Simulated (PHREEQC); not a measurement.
# Ultrapure water in contact with air or piping (model solution)

Model water analysis in mg/L, 25 °C, pH 6.67, pe 9.1: Na 0.0394; K 0.0167; Ca 0.0105; Mg 0.0646; Cl 0.079; S(6) as SO4 0.0137; Alkalinity as HCO3 0.335; Pb 0.00211; Si as SiO2 0.000173.

Valence states are taken as typed.

Equilibrium calculation in PHREEQC: ion-association model, phreeqc.dat.

This is a speciation only: nothing precipitates in the calculation.

Task: What charge-balance error does the model give?

Result: charge-balance error 0.0 %.

Task: In which forms is Pb present?

Result: Pb+2 90 %, PbOH+ 8.1 %, PbCO3 1.9 % of the Pb.
